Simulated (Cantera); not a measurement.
A freely propagating, adiabatic, planar premixed flame of 3.06 % CH₄, 3.68 % C₂H₆, 17.3 % O₂, 76.0 % N₂, equivalence ratio 1.1, unburnt at 475 K and 4.00 bar; mixture-averaged transport, grid criteria slope 0.08 and curve 0.16, no radiation.

Cantera simulation using GRI-Mech 3.0 (53 species, 325 reactions); the numbers are that mechanism's predictions, not measurements. Burning velocities carry a grid error of a few per cent, more on coarse grids.

Predict: laminar burning velocity; thermal thickness; peak x(C₂H₂); peak x(H₂O₂); peak x(H₂).


| Property | Value |
|---|---|
| laminar burning velocity | 45.8 cm/s |
| thermal thickness | 0.137 mm |
| peak x(C₂H₂) | 0.000950 |
| peak x(H₂O₂) | 0.000160 |
| peak x(H₂) | 0.0190 |
